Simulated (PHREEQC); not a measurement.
Consider water at 93 °C with 0.088 mol/kgw CdBr2. Closed to the air; pH follows from the charge balance.

The numbers come from PHREEQC with the ion-association model, phreeqc.dat.

* **pH**: 5.23
* **ionic strength**: 0.106 mol/kgw

```
species  molality  activity   log γ
-------  --------  --------  ------
Br-        0.0884    0.0635  -0.144
CdBr+      0.0534    0.0399  -0.126
Cd+2       0.0175   0.00548  -0.504
CdBr2      0.0171    0.0175   0.011
H+        7.29e-6   5.84e-6  -0.096
CdOH+     6.32e-6   4.73e-6  -0.126
Cd2OH+3   8.67e-7   6.37e-8  -1.134
OH-       1.04e-7   7.57e-8  -0.138
```

No solid was allowed to form. Away from 25 °C the constants follow the database's enthalpies or fits; those with neither stay at their 25 °C values.
